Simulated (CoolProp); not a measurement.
500 sccm (0 °C, 1 atm) of nitrogen bubbles through liquid o-xylene at 331 K and leaves saturated at a total pressure of 0.101 MPa (ideal gas phase). Each further row changes one setting.

Values from CoolProp's reference Helmholtz-energy equation of state, Zhou 2012.

```csv
case,vapour pressure (kPa),mole fraction of vapour,delivery (mg/min),delivery (sccm),change of delivery for a bath 1 K warmer (%)
as stated,4.95,0.0490,122,25.7,4.9
bath temperature 336 K,?,0.0613,?,32.7,4.8
total pressure 0.202 MPa,4.95,0.0245,59.4,?,4.8
```

Problem. Some entries are withheld; supply them.

Solution. 
- bath temperature 336 K, vapour pressure (kPa): 6.20
- bath temperature 336 K, delivery (mg/min): 155
- total pressure 0.202 MPa, delivery (sccm): 12.5
